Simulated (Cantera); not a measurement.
A closed system holds: 1 mol C2F6, 0.079 mol H2, at 0.0100 bar.

Method: chemical equilibrium by Gibbs-energy minimisation in Cantera with the NASA 1993 tables (ideal gas, pure condensed phases). Candidate condensed phases: C, C6H6, C7H8, C8H18; 95 gas species. The feed counts by its element totals alone. Gases not in the tables: C2F6 and larger saturated fluorocarbons. The numbers say what is thermodynamically allowed, not how fast it happens.

x: gas mole fraction; n: condensed amount in mol.

```json
[
 {"T (K)": "2323", "x F": "0.321", "x CF2": "0.444", "x CF4": "0.162", "x CF": "0.00582", "x C3": "2.55e-6", "x C": "1.21e-6", "x HF": "0.0516", "x C2": "2.27e-7", "x CF3": "0.0153", "n C(graphite)": "(withheld)"},
 {"T (K)": "2423", "x F": "0.464", "x CF2": "0.426", "x CF4": "0.0467", "x CF": "0.0119", "x C3": "1.44e-5", "x C": "5.58e-6", "x HF": "0.0417", "x C2": "1.31e-6", "x CF3": "0.00967", "n C(graphite)": "(withheld)"},
 {"T (K)": "2523", "x F": "0.590", "x CF2": "0.338", "x CF4": "0.0101", "x CF": "0.0207", "x C3": "7.09e-5", "x C": "2.28e-5", "x HF": "0.0363", "x C2": "6.56e-6", "x CF3": "0.00475", "n C(graphite)": "(withheld)"},
 {"T (K)": "2623", "x F": "0.691", "x CF2": "0.239", "x CF4": "0.00189", "x CF": "0.0323", "x C3": "0.000307", "x C": "8.33e-5", "x HF": "0.0328", "x C2": "2.90e-5", "x CF3": "0.00202", "n C(graphite)": "(withheld)"},
 {"T (K)": "2723", "x F": "0.763", "x CF2": "0.157", "x CF4": "0.000329", "x CF": "0.0466", "x C3": "0.00119", "x C": "0.000277", "x HF": "0.0304", "x C2": "0.000115", "x CF3": "0.000795", "n C(graphite)": "(withheld)"},
 {"T (K)": "2823", "x F": "0.804", "x CF2": "0.0985", "x CF4": "5.57e-5", "x CF": "0.0628", "x C3": "0.00418", "x C": "0.000846", "x HF": "0.0287", "x C2": "0.000410", "x CF3": "0.000296", "n C(graphite)": "(withheld)"},
 {"T (K)": "2923", "x F": "0.816", "x CF2": "0.0593", "x CF4": "9.26e-6", "x CF": "0.0801", "x C3": "0.0134", "x C": "0.00239", "x HF": "0.0272", "x C2": "0.00134", "x CF3": "0.000106", "n C(graphite)": "(withheld)"},
 {"T (K)": "3023", "x F": "0.793", "x CF2": "0.0340", "x CF4": "1.47e-6", "x CF": "0.0962", "x C3": "0.0398", "x C": "0.00630", "x HF": "0.0253", "x C2": "0.00406", "x CF3": "3.61e-5", "n C(graphite)": "(withheld)"},
 {"T (K)": "3123", "x F": "0.788", "x CF2": "0.0168", "x CF4": "2.27e-7", "x CF": "0.0933", "x C3": "0.0566", "x C": "0.0125", "x HF": "0.0235", "x C2": "0.00734", "x CF3": "1.11e-5", "n C(graphite)": "0"},
 {"T (K)": "3223", "x F": "0.796", "x CF2": "0.00803", "x CF4": "3.78e-8", "x CF": "0.0825", "x C3": "0.0564", "x C": "0.0213", "x HF": "0.0219", "x C2": "0.0103", "x CF3": "3.49e-6", "n C(graphite)": "0"},
 {"T (K)": "3323", "x F": "0.799", "x CF2": "0.00388", "x CF4": "6.69e-9", "x CF": "0.0717", "x C3": "0.0531", "x C": "0.0345", "x HF": "0.0197", "x C2": "0.0135", "x CF3": "1.12e-6", "n C(graphite)": "0"},
 {"T (K)": "3423", "x F": "0.797", "x CF2": "0.00189", "x CF4": "1.25e-9", "x CF": "0.0610", "x C3": "0.0471", "x C": "0.0531", "x HF": "0.0168", "x C2": "0.0168", "x CF3": "3.72e-7", "n C(graphite)": "0"}
]
```

Some entries are withheld; supply them.


- 2323, n C(graphite): 0.0809
- 2423, n C(graphite): 0.129
- 2523, n C(graphite): 0.373
- 2623, n C(graphite): 0.671
- 2723, n C(graphite): 0.916
- 2823, n C(graphite): 1.03
- 2923, n C(graphite): 0.929
- 3023, n C(graphite): 0.360
